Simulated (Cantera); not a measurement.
Charge: 1 mol C₂F₆, 0.022 mol Si, 0.13 mol CH₄, held at 37.0 Pa.

Method: chemical equilibrium by Gibbs-energy minimisation in Cantera with the NASA 1993 tables (ideal gas, pure condensed phases). Candidate condensed phases: C, C₆H₆, C₇H₈, C₈H₁₈, Si, SiC; 113 gas species. The feed counts by its element totals alone. The tables' values for SiF₃ are old estimates; treat these amounts as uncertain. Gases not in the tables: C₂F₆ and larger saturated fluorocarbons. Kinetics and transport are ignored.

Task: At 2175 K, list the 4 most abundant gas species with their mole fractions, and the condensed phases.

Result: F 0.636, CF₂ 0.229, HF 0.111, CF₄ 0.0110. Condensed: C(graphite).
